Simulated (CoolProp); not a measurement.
The numbers come from the reference Helmholtz-energy equation of state, Gao 2020 in CoolProp.

Q: For ammonia, give the phase and the cp (kJ/(kg K)), isothermal compressibility (1/MPa) at 281.2 K and 34600 kPa; 323.7 K and 34600 kPa.

A: 
- 281.2 K and 34600 kPa: liquid; cp 4.44, isothermal compressibility 0.000897
- 323.7 K and 34600 kPa: liquid; cp 4.59, isothermal compressibility 0.00144
